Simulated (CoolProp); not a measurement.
Model: reference Helmholtz-energy equation of state, Marx 1992, in CoolProp.

**Question.** Give the vapour pressure (kPa), liquid density (kg/m³), enthalpy of vaporisation (kJ/kg), liquid cp (kJ/(kg K)) of saturated R113 at 88.25, 120.85 °C.

**Answer.** 
```
T (°C)  p (kPa)  liquid density (kg/m³)  enthalpy of vaporisation (kJ/kg)  liquid cp (kJ/(kg K))
------  -------  ----------------------  --------------------------------  ---------------------
88.25       328                    1400                               130                  0.989
120.85      693                    1310                               116                   1.04
```
